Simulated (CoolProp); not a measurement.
Model: reference Helmholtz-energy equation of state, Bücker 2006, in CoolProp.

Question: Give the vapour pressure (MPa), liquid density (kg/m³), vapour density (kg/m³), liquid cp (kJ/(kg K)) of saturated isobutane at 70.85, 80.25, 89.75 °C.

Answer: 
```json
[
 {"T (°C)": "70.85", "p (MPa)": "1.11", "liquid density (kg/m³)": "486", "vapour density (kg/m³)": "28.9", "liquid cp (kJ/(kg K))": "2.82"},
 {"T (°C)": "80.25", "p (MPa)": "1.35", "liquid density (kg/m³)": "469", "vapour density (kg/m³)": "35.9", "liquid cp (kJ/(kg K))": "2.95"},
 {"T (°C)": "89.75", "p (MPa)": "1.63", "liquid density (kg/m³)": "452", "vapour density (kg/m³)": "44.7", "liquid cp (kJ/(kg K))": "3.11"}
]
```
